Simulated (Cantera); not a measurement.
A perfectly stirred reactor is fed with 13.0 % CH3OH, 17.6 % O2, 66.5 % N2, 2.85 % H2O, equivalence ratio 1.1, at 0.570 bar; it is adiabatic with a 500 K inlet, and is followed from long to short residence time, starting on the burning branch (τ in s: 0.024, 0.013, 0.0074, 0.0041, 0.0023, 0.0013, 0.0007, 0.00039, 0.00022, 0.00012, 6.6e-05, 3.7e-05, 2e-05).

Detailed kinetics in Cantera: GRI-Mech 3.0 (53 species, 325 reactions). GRI-Mech 3.0 was tuned for natural gas; its chemistry of methanol as a main component is partial and can be far from experiment.

**Question.** Predict: blow-out, bracketed by the residence times tried; x(CH3OH) at τ = 24.0 ms; x(O2) at τ = 24.0 ms; x(H2O) at τ = 24.0 ms; x(CO) at τ = 24.0 ms; x(H) at τ = 24.0 ms; x(CH3OH) at τ = 0.700 ms; x(O2) at τ = 0.700 ms; x(H2O) at τ = 0.700 ms; x(CO) at τ = 0.700 ms; x(H) at τ = 0.700 ms.

**Answer.** 
```json
{
 "blow_out_bracketed_by_the_residence_times_tried": "burning at 0.120 ms, out at 66.0 µs",
 "x(CH3OH) at τ = 24.0 ms": "3.24e-6",
 "x(O2) at τ = 24.0 ms": "0.00615",
 "x(H2O) at τ = 24.0 ms": "0.241",
 "x(CO) at τ = 24.0 ms": "0.0316",
 "x(H) at τ = 24.0 ms": "0.00347",
 "x(CH3OH) at τ = 0.700 ms": "5.08e-5",
 "x(O2) at τ = 0.700 ms": "0.0164",
 "x(H2O) at τ = 0.700 ms": "0.221",
 "x(CO) at τ = 0.700 ms": "0.0419",
 "x(H) at τ = 0.700 ms": "0.0124"
}
```
